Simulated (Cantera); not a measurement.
What does this Cantera script print?

```python
import numpy as np
import cantera as ct

gas_names = """
    H HO2 H2 H2O H2O2 O OH O2 O3 Zr ZrO ZrO2
""".split()
cond_names = """
    H2O(s) H2O(L) Zr(a) Zr(b) Zr(L) ZrO2(a) ZrO2(b) ZrO2(L)
""".split()


# ... load() reads the species with a 1 bar reference pressure and builds the phases ...
atoms = {
    'ZrO2': {'Zr': 1, 'O': 2},
    'H2': {'H': 2},
    'H2O': {'H': 2, 'O': 1},
}
top_T = {}  # K; cautious upper limits of use, not melting points


# ... equilibrate(T, P, feed) seeds the gas with the atoms and calls Mixture.equilibrate('TP', solver="vcs", rtol=1e-11, max_steps=5000) ...
results = []
feed = {'ZrO2': 1, 'H2': 540, 'H2O': 0.13}  # mol
P = 10000  # Pa
for T in [1250, 1350, 1450, 1550, 1650, 1750, 1850, 1950, 2050, 2150]:
    mix = equilibrate(T, P, feed)
    results.append((T, P, feed, dict(zip(mix.species_names, mix.species_moles))))

top = {s: max(r[3][s] / sum(r[3][g] for g in gas_names) for r in results) for s in gas_names}
cols = sorted((s for s in top if top[s] > 0.0001), key=lambda s: -top[s])[:5]
seen = [c for c in cond_names if any(r[3].get(c, 0) > 1e-12 for r in results)]
print("log10 of partial pressures in bar; condensed amounts in mol")
print(f"{'T/K':>10s}" + "".join(f"{s[:9]:>10s}" for s in cols + seen))
for T, P, feed, n in results:
    ng = sum(n[g] for g in gas_names)
    print(f"{T:10.4g}" + "".join(f"{np.log10(max(n[s] / ng * P / 1e5, 1e-99)):10.3f}" for s in cols)
          + "".join(f"{n.get(c, 0):10.4g}" for c in seen))
```

Output:

```
log10 of partial pressures in bar; condensed amounts in mol
       T/K        H2         H       H2O   ZrO2(a)   ZrO2(b)
      1250    -1.000    -6.816    -4.619         1         0
      1350    -1.000    -6.123    -4.619         1         0
      1450    -1.000    -5.524    -4.619         1         0
      1550    -1.000    -5.002    -4.619         0         1
      1650    -1.000    -4.542    -4.619         0         1
      1750    -1.000    -4.134    -4.619         0         1
      1850    -1.001    -3.769    -4.619         0         1
      1950    -1.002    -3.442    -4.619         0         1
      2050    -1.003    -3.146    -4.620         0         1
      2150    -1.006    -2.878    -4.622         0    0.9999
```

Cantera equilibrium calculation (NASA polynomials, part measured and part estimated; ideal gas, pure solids and liquids).
